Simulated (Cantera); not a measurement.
Charge: 1 mol Fe2O3, 8.2 mol HCl, 10 mol H2, held at 677 °C.

Cantera equilibrium calculation (NASA polynomials, part measured and part estimated; ideal gas, pure solids and liquids). Candidate condensed phases: Fe, FeCl2, FeCl3, FeO, Fe(OH)2, Fe(OH)3, Fe2O3, Fe3O4, H2O; 22 gas species. The tables' stoichiometric FeO is somewhat more stable than real wüstite, so its field is too wide. FeO: taken at fixed stoichiometry. Rates play no part.

Q: Which condensed phases are stable at each of these points (P (Pa)): 1, 10, 100, 1000, 10000, 100000?

A: 
| P (Pa) | condensed phases | Fe condensed (%) |
|---|---|---|
| 1 | FeO(s) | 68.6 |
| 10 | FeO(s) | 68.6 |
| 100 | FeO(s) | 68.6 |
| 1000 | FeO(s) | 68.3 |
| 10000 | FeO(s) | 65.5 |
| 100000 | FeCl2(s) + FeO(s) | 90.1 |

From 1.00 Pa to 0.100 bar the condensed part is FeO(s). At 1.00 bar the condensed part is FeCl2(s) + FeO(s).
